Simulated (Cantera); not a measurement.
A Cantera script and what it prints.

```python
import numpy as np
import cantera as ct

gas_names = [...]  # 123 gases of nasa_gas.yaml made of C, H, O, Si
cond_names = """
    C(gr) C6H6(L) C7H8(L) C8H18(L),n-octa H2O(s) H2O(L) Si(cr) Si(L) SiC(b) SiO2(Lqz) SiO2(hqz) SiO2(L)
""".split()


# ... load() reads the species with a 1 bar reference pressure and builds the phases ...
atoms = {
    'SiC': {'Si': 1, 'C': 1},
    'H2O': {'H': 2, 'O': 1},
    'H2': {'H': 2},
}
top_T = {'C(gr)': 4500, 'SiC(b)': 3050}  # K; cautious upper limits of use, not melting points


# ... equilibrate(T, P, feed) seeds the gas with the atoms and calls Mixture.equilibrate('TP', solver="gibbs", rtol=1e-10, max_steps=50000) ...
results = []
T = 1250  # K
P = 9500  # Pa
for m in [50, 69, 88, 110, 130, 150, 160, 180, 200, 220]:
    feed = {'SiC': 1, 'H2O': 0.98, 'H2': m}  # mol
    mix = equilibrate(T, P, feed)
    results.append((T, P, feed, dict(zip(mix.species_names, mix.species_moles))))
    x = sorted(zip(gas.X, gas.species_names), reverse=True)
    print(f"T = {T:g} K  P = {P:g} Pa  n(H2) = {m:g} mol  gas = {mix.phase_moles(0):.4g} mol")
    print("   x: " + "  ".join(f"{s} {v:.3e}" for v, s in x if v > 0.001))
    print("   condensed (mol): " + ("  ".join(f"{mix.phase(i).name} {mix.phase_moles(i):.4g}"
          for i in range(1, mix.n_phases) if mix.phase_moles(i) > 1e-12) or "none"))
```

Output:

```
T = 1250 K  P = 9500 Pa  n(H2) = 50 mol  gas = 51.03 mol
   x: H2 9.970e-01  CO 1.923e-03  CH4 1.038e-03
   condensed (mol): C(gr) 0.2898  SiC(b) 0.5591  SiO2(hqz) 0.4408
T = 1250 K  P = 9500 Pa  n(H2) = 69 mol  gas = 70.04 mol
   x: H2 9.970e-01  CO 1.923e-03  CH4 1.038e-03
   condensed (mol): C(gr) 0.2151  SiC(b) 0.5774  SiO2(hqz) 0.4225
T = 1250 K  P = 9500 Pa  n(H2) = 88 mol  gas = 89.06 mol
   x: H2 9.970e-01  CO 1.923e-03  CH4 1.038e-03
   condensed (mol): C(gr) 0.1405  SiC(b) 0.5957  SiO2(hqz) 0.4042
T = 1250 K  P = 9500 Pa  n(H2) = 110 mol  gas = 111.1 mol
   x: H2 9.970e-01  CO 1.923e-03  CH4 1.038e-03
   condensed (mol): C(gr) 0.05409  SiC(b) 0.6169  SiO2(hqz) 0.383
T = 1250 K  P = 9500 Pa  n(H2) = 130 mol  gas = 131.1 mol
   x: H2 9.972e-01  CO 1.823e-03  CH4 1.002e-03
   condensed (mol): SiC(b) 0.6296  SiO2(hqz) 0.3703
T = 1250 K  P = 9500 Pa  n(H2) = 150 mol  gas = 151.1 mol
   x: H2 9.975e-01  CO 1.559e-03
   condensed (mol): SiC(b) 0.6279  SiO2(hqz) 0.372
T = 1250 K  P = 9500 Pa  n(H2) = 160 mol  gas = 161.1 mol
   x: H2 9.977e-01  CO 1.452e-03
   condensed (mol): SiC(b) 0.6271  SiO2(hqz) 0.3727
T = 1250 K  P = 9500 Pa  n(H2) = 180 mol  gas = 181.1 mol
   x: H2 9.979e-01  CO 1.276e-03
   condensed (mol): SiC(b) 0.6256  SiO2(hqz) 0.3742
T = 1250 K  P = 9500 Pa  n(H2) = 200 mol  gas = 201.1 mol
   x: H2 9.981e-01  CO 1.136e-03
   condensed (mol): SiC(b) 0.6243  SiO2(hqz) 0.3755
T = 1250 K  P = 9500 Pa  n(H2) = 220 mol  gas = 221.1 mol
   x: H2 9.983e-01  CO 1.022e-03
   condensed (mol): SiC(b) 0.6231  SiO2(hqz) 0.3767
```

These are equilibrium values from Cantera (NASA tables, ideal gas, pure condensed phases), not measurements of a reactor. Mutual solubility and eutectic melting of coexisting phases are not modelled. The tables hold silica as quartz up to 1696 K and as liquid above; real silica turns to tridymite and cristobalite and melts near 1996 K.
